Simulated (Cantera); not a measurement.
Mixture: CO : H2 : CH4 : O2 : N2 = 1 : 0.045 : 0.34 : 1.43 : 5.3 (molar parts), at 1.01 bar, adiabatic and at constant pressure. Ignition delay is the time to a rise of 400 K.

Model: GRI-Mech 3.0 (53 species, 325 reactions), integrated in Cantera. Below about 1000 K GRI-Mech 3.0 lacks low-temperature oxidation paths.

Q: Predict: delay at 975 K; delay at 1125 K; delay at 1275 K; delay at 1425 K; delay at 1575 K; apparent activation energy between 1500 and 1650 K.

A: 
```json
{
 "delay at 975 K": "66.3 ms",
 "delay at 1125 K": "16.5 ms",
 "delay at 1275 K": "3.22 ms",
 "delay at 1425 K": "0.783 ms",
 "delay at 1575 K": "0.268 ms",
 "apparent activation energy between 1500 and 1650 K": "130 kJ/mol"
}
```
